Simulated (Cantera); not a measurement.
Charge: 1 mol MgCO3, 1.9 mol C, 8.3 mol H2, equilibrated at 898.15 K and 13300 Pa.

Method: chemical equilibrium by Gibbs-energy minimisation in Cantera with the NASA 1993 tables (ideal gas, pure condensed phases). Candidate condensed phases: C, C6H6, C7H8, C8H18, H2O, Mg, MgCO3, MgO, Mg(OH)2; 116 gas species. Equilibrium is a limit: real reactors are often held back by kinetics, nucleation or transport.

Base state: H2 0.780, CO 0.141, H2O 0.0370, CH4 0.0259, CO2 0.0156 (mole fractions); condensed: C(graphite) + MgO(s).

Problem. What changes in the equilibrium state with this change: temperature from 898.15 K to 1075 K?

Solution. 
| species | before | after |
|---|---|---|
| H2 | 0.780 | 0.801 |
| CO | 0.141 | 0.192 |
| CH4 | 0.0259 | 0.00386 |
| H2O | 0.0370 | 0.00259 |
| CO2 | 0.0156 | 0.000665 |
| C(graphite), mol | 1.15 | 0.894 |
| MgO(s), mol | 1.00 | 1.00 |

Problem. What changes in the equilibrium state with this change: pressure from 13300 Pa to 77.0 Pa?

Solution. 
| species | before | after |
|---|---|---|
| H2 | 0.780 | 0.806 |
| CO | 0.141 | 0.194 |
| H2O | 0.0370 | 0.000303 |
| CH4 | 0.0259 | 0.000160 |
| CO2 | 0.0156 | 0.000169 |
| C(graphite), mol | 1.15 | 0.903 |
| MgO(s), mol | 1.00 | 1.00 |

Problem. What changes in the equilibrium state with this change: temperature from 898.15 K to 2073.15 K?

Solution. 
```
species           before     after
----------------  ------  --------
H2                 0.780     0.676
CO                 0.141     0.238
Mg                 <1e-9    0.0765
CH4               0.0259   1.48e-8
CO2               0.0156  0.000200
H2O               0.0370   0.00276
H                  <1e-9   0.00593
MgH                <1e-9  0.000373
C(graphite), mol    1.15         0
MgO(s), mol         1.00    0.0633
```
The tables' values for MgH are old estimates; treat these amounts as uncertain.
